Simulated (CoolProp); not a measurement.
Vapour-liquid equilibrium of cyclohexane (1) + benzene (2) at 316.4 K; x and y are mole fractions of (1).

Model: multi-fluid Helmholtz-energy mixture model, Zhou 2014 and Thol 2012; pair parameters Bell 2016, in CoolProp.

```csv
x,bubble pressure (bar),y at the bubble point,dew pressure at overall composition x (bar),liquid density (mol/L)
0.05,0.2866,0.076,(withheld),10.81
0.15,0.2987,0.197,0.2942,10.58
0.25,0.3064,(withheld),0.3032,10.35
0.35,0.3108,0.379,0.3096,(withheld)
0.45,0.3127,0.457,0.3126,9.939
0.55,0.3123,0.535,0.3120,9.748
0.65,0.3097,0.617,0.3080,9.565
0.75,0.3047,0.706,0.3016,9.391
0.85,0.2971,0.809,0.2937,9.225
0.95,0.2867,0.930,0.2849,9.066
```

Complete the blanks.


- 0.05, dew pressure at overall composition x (bar): 0.2838
- 0.25, y at the bubble point: 0.294
- 0.35, liquid density (mol/L): 10.14

y crosses x between x = 0.45 and 0.55: the model has an azeotrope there.

The pair parameters rest on a limited set of measurements; away from them the model extrapolates.
